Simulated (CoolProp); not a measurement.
Vapour-liquid equilibrium of n-perfluorobutane (1) + R365MFC (2) at 3.47 bar; x and y are mole fractions of (1).

Model: multi-fluid Helmholtz-energy mixture model, Gao 2022 and Lemmon 2016; pair parameters Bell 2016, in CoolProp.

Question: Give the bubble temperature and the first vapour's composition at x = 0.35, 0.85, 0.95. Is there an azeotrope?

Answer: x = 0.35: 42.0 °C, y = 0.733; x = 0.85: 34.6 °C, y = 0.899; x = 0.95: 33.7 °C, y = 0.960. No azeotrope shows between x = 0.05 and 0.95.

Pair parameters are fitted to limited data, so mixtures are less certain than the pure fluids. With so large a gap from Raoult's law the liquid may split in two, which this calculation doesn't test in full.
